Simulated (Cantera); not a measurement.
A closed system holds: 1 mol SiH2Cl2, 2.4 mol HCl, 160 mol H2, equilibrated at 13.3 mbar.

These are equilibrium values from Cantera (NASA tables, ideal gas, pure condensed phases), not measurements of a reactor. Candidate condensed phases: Si; 19 gas species. The tables' values for SiCl3, SiCl are old estimates; treat these amounts as uncertain. Gases not in the tables: Si2H6 and higher silanes. Kinetics and transport are ignored.

x: gas mole fraction; n: condensed amount in mol.

```json
[
 {"T (K)": "898", "x H2": "0.988", "x HCl": "0.00595", "x SiCl4": "0.00381", "x H": "9.42e-10", "n Si(s)": "___", "n Si(l)": "0"},
 {"T (K)": "973", "x H2": "0.984", "x HCl": "0.0113", "x SiCl4": "0.00267", "x H": "9.29e-9", "n Si(s)": "___", "n Si(l)": "0"},
 {"T (K)": "1048", "x H2": "0.980", "x HCl": "0.0175", "x SiCl4": "0.00130", "x H": "6.62e-8", "n Si(s)": "___", "n Si(l)": "0"},
 {"T (K)": "1123", "x H2": "0.976", "x HCl": "0.0218", "x SiCl4": "0.000366", "x H": "3.64e-7", "n Si(s)": "0.691", "n Si(l)": "0"},
 {"T (K)": "1198", "x H2": "0.975", "x HCl": "0.0233", "x SiCl4": "7.24e-5", "x H": "1.63e-6", "n Si(s)": "0.741", "n Si(l)": "0"},
 {"T (K)": "1273", "x H2": "0.975", "x HCl": "0.0235", "x SiCl4": "1.45e-5", "x H": "6.10e-6", "n Si(s)": "0.742", "n Si(l)": "0"},
 {"T (K)": "1348", "x H2": "0.975", "x HCl": "0.0235", "x SiCl4": "3.31e-6", "x H": "1.98e-5", "n Si(s)": "0.732", "n Si(l)": "0"},
 {"T (K)": "1423", "x H2": "0.975", "x HCl": "0.0233", "x SiCl4": "8.75e-7", "x H": "5.68e-5", "n Si(s)": "0.719", "n Si(l)": "0"},
 {"T (K)": "1498", "x H2": "0.975", "x HCl": "0.0232", "x SiCl4": "2.64e-7", "x H": "0.000147", "n Si(s)": "0.706", "n Si(l)": "0"},
 {"T (K)": "1573", "x H2": "0.975", "x HCl": "0.0230", "x SiCl4": "8.93e-8", "x H": "0.000348", "n Si(s)": "0.693", "n Si(l)": "0"},
 {"T (K)": "1648", "x H2": "0.974", "x HCl": "0.0229", "x SiCl4": "3.33e-8", "x H": "0.000761", "n Si(s)": "0.678", "n Si(l)": "0"},
 {"T (K)": "1723", "x H2": "0.973", "x HCl": "0.0229", "x SiCl4": "1.31e-8", "x H": "0.00156", "n Si(s)": "0", "n Si(l)": "0.670"},
 {"T (K)": "1798", "x H2": "0.972", "x HCl": "0.0232", "x SiCl4": "5.30e-9", "x H": "0.00301", "n Si(s)": "0", "n Si(l)": "0.660"}
]
```

### Question
Complete the blanks.

### Answer

- 898, n Si(s): 0.0585
- 973, n Si(s): 0.280
- 1048, n Si(s): 0.528
